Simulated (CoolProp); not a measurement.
Decamethyltetrasiloxane (MD2M) along the isotherm 326.85 °C: fugacity coefficient from the reference equation and from simpler models built on Tc = 326.2 °C, pc = 1.144 MPa, ω = 0.635; each cubic takes its own stable root.

The numbers come from the reference Helmholtz-energy equation of state, Thol 2017 in CoolProp.

```json
[
 {"p (MPa)": "0.358", "phase": "gas", "reference": "0.9015"},
 {"p (MPa)": "0.715", "phase": "gas", "reference": "0.8046"},
 {"p (MPa)": "1.07", "phase": "gas", "reference": "0.7025"},
 {"p (MPa)": "1.43", "phase": "supercritical", "reference": "0.5678"},
 {"p (MPa)": "1.79", "phase": "supercritical", "reference": "0.4770"},
 {"p (MPa)": "2.15", "phase": "supercritical", "reference": "0.4167"},
 {"p (MPa)": "2.5", "phase": "supercritical", "reference": "0.3749"},
 {"p (MPa)": "2.86", "phase": "supercritical", "reference": "0.3429"}
]
```

Task: How far does each simpler model (Redlich-Kwong, Soave-Redlich-Kwong, Peng-Robinson) lie from the reference over these 8 states: mean and median of the absolute difference, and the worst?

Result: 
- Redlich-Kwong: mean 1.6 %, median 1.5 %, worst +3.5 % at 326.85 °C and 2.86 MPa
- Soave-Redlich-Kwong: mean 1.7 %, median 1.4 %, worst +3.7 % at 326.85 °C and 2.86 MPa
- Peng-Robinson: mean 3.3 %, median 3.3 %, worst -4.8 % at 326.85 °C and 1.07 MPa
